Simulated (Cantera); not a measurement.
**Reactions in the system H-O-Ta**

Source: NASA polynomial tables (part measured, part estimated), evaluated in Cantera. Values are per mole of reaction as written; species without (g) are pure solids or liquids, kept so even where they would boil at 1 bar.

TaO2(g) + H2(g) = Ta + 2 OH(g)

| T (K) | ΔH° (kJ) | ΔS° (J/K) | ΔG° (kJ) | log10 K |
|---|---|---|---|---|
| 1498 | 285.4 | 7.0 | 274.9 | -9.59 |
| 1598 | 286.0 | 7.4 | 274.2 | -8.96 |
| 1698 | 286.7 | 7.8 | 273.5 | -8.41 |
| 1798 | 287.4 | 8.2 | 272.7 | -7.92 |
| 1898 | 288.2 | 8.6 | 271.8 | -7.48 |
| 1998 | 289.0 | 9.0 | 270.9 | -7.08 |
| 2098 | 289.9 | 9.5 | 270.0 | -6.72 |
| 2198 | 290.8 | 9.9 | 269.0 | -6.39 |
| 2298 | 291.9 | 10.4 | 268.0 | -6.09 |
